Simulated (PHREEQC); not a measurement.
1 kg of water holding 12 mmol/kgw KHCO3, 15 mmol/kgw KCl, 58 mmol/kgw K2CO3 and 14 mmol/kgw K2SO4 is evaporated at 25 °C; the solids stay in contact with the brine. No CO2 enters from the air. Only these solids could form: Arcanite, Kalicinite, Misenite, Sylvite.

Computed with PHREEQC (Pitzer model, pitzer.dat).

```tsv
water left (kg)	ionic strength	water activity	Arcanite (mol)
1	0.242	0.996	0
0.6755	0.359	0.994	0
0.5552	0.437	0.993	0
0.375	0.647	0.990	0
0.3082	0.788	0.987	0
0.2082	1.17	0.982	0
0.1711	1.42	0.978	0
0.1156	2.10	0.967	0
0.09503	2.56	0.960	0
0.06419	3.74	0.941	0.000938
0.05276	4.30	0.930	0.00530
0.03565	5.93	0.896	0.0105
0.02931	7.07	0.871	0.0120
0.01979	10.2	0.795	0.0134
0.01628	12.4	0.740	0.0137
0.011	17.7	0.604	0.0139
```

Arcanite from water left = 0.06419 kg (pH 10.39); Kalicinite from water left = 0.011 kg (pH 11.33); Sylvite from water left = 0.011 kg (pH 11.33).
